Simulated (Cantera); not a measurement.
A Cantera script and what it prints.

```python
import numpy as np
import cantera as ct

gas_names = """
    C CH CH2 CH3 CH2OH CH3O CH4 CH3OH CO CO2 COOH C2 C2H CHCO,ketyl C2H2,acetylene C2H2,vinylidene
    CH2CO,ketene C2H3,vinyl CH3CO,acetyl C2H4 C2H4O,ethylen CH3CHO,ethanal CH3COOH (HCOOH)2 C2H5 C2H6
    CH3OCH3 C2H5OH C2O C3 C3H3,propargyl C3H4,allene C3H4,propyne C3H4,cyclo- C3H5,allyl C3H6,propylene
    C3H6,cyclo- C3H6O C3H7,n-propyl C3H7,i-propyl C3H8 C3H8O,1propanol C3H8O,2propanol C3O2 C4 C4H2
    C4H4,1,3-cyclo- C4H6,butadiene C4H6,2-butyne C4H6,cyclo- C4H8,1-butene C4H8,cis2-buten
    C4H8,tr2-butene C4H8,isobutene C4H8,cyclo- (CH3COOH)2 C4H9,n-butyl C4H9,i-butyl C4H9,s-butyl
    C4H9,t-butyl C4H10,isobutane C4H10,n-butane C5 C5H6,1,3cyclo- C5H8,cyclo- C5H10,1-pentene
    C5H10,cyclo- C5H11,pentyl C5H11,t-pentyl C5H12,n-pentane C5H12,i-pentane CH3C(CH3)2CH3 C6H2
    C6H5,phenyl C6H5O,phenoxy C6H6 C6H5OH,phenol C6H10,cyclo- C6H12,1-hexene C6H12,cyclo- C6H13,n-hexyl
    C7H7,benzyl C7H8 C7H8O,cresol C7H14,1-heptene C7H15,n-heptyl C7H16,n-heptane C8H8,styrene
    C8H10,ethylbenz C8H16,1-octene C8H17,n-octyl C8H18,isooctane C8H18,n-octane C9H19,n-nonyl
    C10H8,naphthale C10H21,n-decyl C12H9,o-bipheny C12H10,bipheny Cu CuO Cu2 H HCO HO2 H2
    HCHO,formaldehy HCOOH H2O H2O2 O OH O2 O3
""".split()
cond_names = """
    C(gr) C6H6(L) C7H8(L) C8H18(L),n-octa Cu(cr) Cu(L) CuO(s) CuO2H2(s) Cu2O(s) Cu2O(L) H2O(s) H2O(L)
""".split()


def load(file, names, dense=False):
    # The tables refer to 1 bar. Condensed volumes are neglected.
    table = {s.name: s for s in ct.Species.list_from_file(file)}
    out = []
    for n in names:
        d = dict(table[n].input_data)
        d["thermo"] = dict(d["thermo"], **{"reference-pressure": 1e5})
        if dense:
            d["equation-of-state"] = {"model": "constant-volume", "density": "1e6 g/cm^3"}
        out.append(ct.Species.from_dict(d))
    return out


gas = ct.Solution(thermo="ideal-gas", species=load("nasa_gas.yaml", gas_names))
cond = {s.name: ct.Solution(thermo="fixed-stoichiometry", species=[s], name=s.name)
        for s in load("nasa_condensed.yaml", cond_names, dense=True)}
atoms = {
    'CuO': {'Cu': 1, 'O': 1},
    'C': {'C': 1},
    'H2': {'H': 2},
}
top_T = {'C(gr)': 4500, 'CuO(s)': 1390}  # K; cautious upper limits of use, not melting points


def equilibrate(T, P, feed):
    n = {}
    for name, mol in feed.items():
        for a, k in atoms[name].items():
            n[a] = n.get(a, 0.0) + k * mol
    gas.TPX = T, P, n
    mass = sum(n.values()) * gas.mean_molecular_weight
    gas.equilibrate("TP")
    valid = [c for c in cond.values() if c.min_temp <= T <= top_T.get(c.name, c.max_temp)]
    mix = ct.Mixture([(gas, mass / gas.mean_molecular_weight)] + [(c, 0.0) for c in valid])
    mix.T, mix.P = T, P
    mix.equilibrate("TP", solver="vcs", rtol=1e-11, max_steps=5000)
    return mix


results = []
feed = {'CuO': 1, 'C': 1.5, 'H2': 0.14}  # mol
P = 1000  # Pa
for T in [1375, 1475, 1575, 1675, 1775, 1875, 1975, 2075, 2175, 2275, 2375, 2475]:
    mix = equilibrate(T, P, feed)
    results.append((T, P, feed, dict(zip(mix.species_names, mix.species_moles))))

top = {s: max(r[3][s] / sum(r[3][g] for g in gas_names) for r in results) for s in gas_names}
cols = sorted((s for s in top if top[s] > 1e-06), key=lambda s: -top[s])[:7]
seen = [c for c in cond_names if any(r[3].get(c, 0) > 1e-12 for r in results)]
print("log10 of partial pressures in bar; condensed amounts in mol")
print(f"{'T/K':>10s}" + "".join(f"{s[:9]:>10s}" for s in cols + seen))
for T, P, feed, n in results:
    ng = sum(n[g] for g in gas_names)
    print(f"{T:10.4g}" + "".join(f"{np.log10(max(n[s] / ng * P / 1e5, 1e-99)):10.3f}" for s in cols)
          + "".join(f"{n.get(c, 0):10.4g}" for c in seen))
```

It prints:

```
log10 of partial pressures in bar; condensed amounts in mol
       T/K        CO        Cu        H2         H       Cu2 C2H2,acet        C3     C(gr)     Cu(L)
      1375    -2.057    -6.085    -2.911    -6.921    -9.877    -8.661   -20.367       0.5    0.9999
      1475    -2.057    -5.271    -2.911    -6.343    -8.749    -8.087   -18.228       0.5    0.9994
      1575    -2.058    -4.563    -2.912    -5.837    -7.771    -7.588   -16.364       0.5    0.9969
      1675    -2.062    -3.942    -2.917    -5.393    -6.914    -7.153   -14.727       0.5    0.9868
      1775    -2.075    -3.394    -2.931    -5.004    -6.159    -6.777   -13.278       0.5    0.9518
      1875    -2.115    -2.905    -2.974    -4.670    -5.488    -6.473   -11.986    0.4999     0.837
      1975    -2.240    -2.468    -3.104    -4.416    -4.890    -6.292   -10.828    0.4998    0.4047
      2075    -2.331    -2.334    -3.208    -4.179    -4.870    -6.115    -9.785    0.4997         0
      2175    -2.333    -2.334    -3.229    -3.926    -5.098    -5.880    -8.839    0.4994         0
      2275    -2.335    -2.335    -3.262    -3.702    -5.309    -5.681    -7.980    0.4991         0
      2375    -2.337    -2.338    -3.314    -3.507    -5.504    -5.521    -7.194    0.4986         0
      2475    -2.340    -2.341    -3.389    -3.342    -5.686    -5.401    -6.474    0.4979         0
```

Method: chemical equilibrium by Gibbs-energy minimisation in Cantera with the NASA 1993 tables (ideal gas, pure condensed phases).
